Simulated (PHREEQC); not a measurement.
Solution (10 °C): 0.0064 mol Al2(SO4)3, 0.0008 mol MgSO4, 0.011 mol HCl and 0.0078 mol Na2SO4 per kg of water. Closed to the air; pH follows from the charge balance.

Model: ion-association model, phreeqc.dat, run in PHREEQC.

No solid was allowed to form.

Order these Al species by the share of Al that they hold, largest first: Al(SO4)2-, Al+3, AlSO4+.

AlSO4+ (71 %), Al+3 (18 %), Al(SO4)2- (11 %)

The pH is 2.18 and the ionic strength 0.0598 mol/kgw. Species that the database lacks are ignored. At this temperature some constants are extrapolated from 25 °C, and those without enthalpy data are left unchanged.
